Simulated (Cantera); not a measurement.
What does this Cantera script print?

```python
import numpy as np
import cantera as ct

gas = ct.Solution("gri30.yaml")
gas.TP = 300, 200000
flame = ct.CounterflowDiffusionFlame(gas, width=0.02)
flame.fuel_inlet.X, flame.fuel_inlet.T = {'CH4': 1, 'N2': 0.98}, 450
flame.oxidizer_inlet.X, flame.oxidizer_inlet.T = {'O2': 0.2, 'N2': 0.8}, 325
flame.set_refine_criteria(ratio=3, slope=0.12, curve=0.24, prune=0.03)
show = ['OH', 'H', 'NO', 'CO', 'C2H2']

rows = []
print(f"{'mdot':>8s}{'a_max':>10s}{'a_mean':>10s}{'Tmax/K':>9s}" + "".join(f"{s:>11s}" for s in show) + "   (peak mole fractions)")
for i, mdot in enumerate([0.5, 0.71, 1, 1.4, 2, 2.9, 4.1]):  # kg/m2/s on the oxidiser side
    flame.oxidizer_inlet.mdot, flame.fuel_inlet.mdot = mdot, 0.65 * mdot
    flame.solve(loglevel=0, auto=(i == 0))
    if flame.T.max() < max(450, 325) + 100:
        print(f"{mdot:8.3g}  no burning solution found from the previous one")
        break
    dT = np.abs(np.gradient(flame.T, flame.grid))
    rows.append([flame.strain_rate("max"), flame.strain_rate("mean"), flame.T.max(),
                 *(flame.X[gas.species_index(s)].max() for s in show), max(dT[0], dT[-1]) / dT.max()])
    print(f"{mdot:8.3g}{rows[-1][0]:10.1f}{rows[-1][1]:10.1f}{rows[-1][2]:9.1f}" + "".join(f"{x:11.3e}" for x in rows[-1][3:-1]))
```

Result:

```
    mdot     a_max    a_mean   Tmax/K         OH          H         NO         CO       C2H2   (peak mole fractions)
     0.5     117.5      25.6   1975.5  3.970e-03  1.441e-03  1.521e-04  2.911e-02  5.742e-03
    0.71     160.9      36.3   1962.5  4.023e-03  1.519e-03  1.382e-04  2.910e-02  5.041e-03
       1     220.3      51.1   1948.4  4.036e-03  1.590e-03  1.220e-04  2.919e-02  4.445e-03
     1.4     301.5      71.6   1932.6  4.016e-03  1.651e-03  1.040e-04  2.942e-02  3.899e-03
       2     422.4     102.2   1912.8  3.942e-03  1.698e-03  8.315e-05  2.978e-02  3.352e-03
     2.9     600.8     148.3   1884.6  3.749e-03  1.697e-03  5.936e-05  3.027e-02  2.736e-03
     4.1     832.7     209.6   1845.4  3.384e-03  1.603e-03  3.606e-05  3.082e-02  2.043e-03
```

Detailed kinetics in Cantera: GRI-Mech 3.0 (53 species, 325 reactions). GRI-Mech 3.0 has no aromatics or soot, which form on the fuel side of real flames. The maximum strain rate includes the flame's own expansion and is several times the mean.
